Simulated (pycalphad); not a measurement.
An equivalent pycalphad script:

```python
from pycalphad import Database, equilibrium, calculate, variables as v
import numpy as np
db = Database('COST507.tdb')
comps = ['SN', 'SI', 'VA']
phases = ['BCT_A5', 'DIAMOND_A4', 'LIQUID']
eq = equilibrium(db, comps, phases, {v.X('SI'): 0.279, v.T: np.arange(2350, 499, -40), v.P: 101325, v.N: 1}, output=['HM', 'SM'])
```

Computed with pycalphad from the COST 507 light-alloy database (1999), at 1 atm. The data set is of 1999 and partly superseded. Amounts are mole fractions of atoms.

Results at three of the temperatures:

```
T = 1550.00 K, P = 101325 Pa, N = 1 mol of atoms
G = -112811 J/mol, H = 57108 J/mol, S = 109.63 J/(mol K)  (SER reference)
chemical potentials (J/mol): Sn -133282, Si -59910
phase             fraction      x(Sn)      x(Si)
LIQUID              0.9720     0.7418     0.2582
DIAMOND_A4          0.0280   2.58e-07     1.0000
```

```
T = 1430.00 K, P = 101325 Pa, N = 1 mol of atoms
G = -100380 J/mol, H = 41869 J/mol, S = 99.47 J/(mol K)  (SER reference)
chemical potentials (J/mol): Sn -118743, Si -52924
phase             fraction      x(Sn)      x(Si)
LIQUID              0.7949     0.9070     0.0930
DIAMOND_A4          0.2051   3.12e-07     1.0000
```

```
T = 1030.00 K, P = 101325 Pa, N = 1 mol of atoms
G = -63443 J/mol, H = 25409 J/mol, S = 86.26 J/(mol K)  (SER reference)
chemical potentials (J/mol): Sn -75683, Si -31813
phase             fraction      x(Sn)      x(Si)
LIQUID              0.7244     0.9954     0.0046
DIAMOND_A4          0.2756   4.32e-07     1.0000
```

Changes of the phase set, refined by bisection:

| T (°C) | phases above | phases below |
|---|---|---|
| 1284.8 | liquid | diamond (Si) + liquid |

DIAMOND_A4 is diamond (Si).
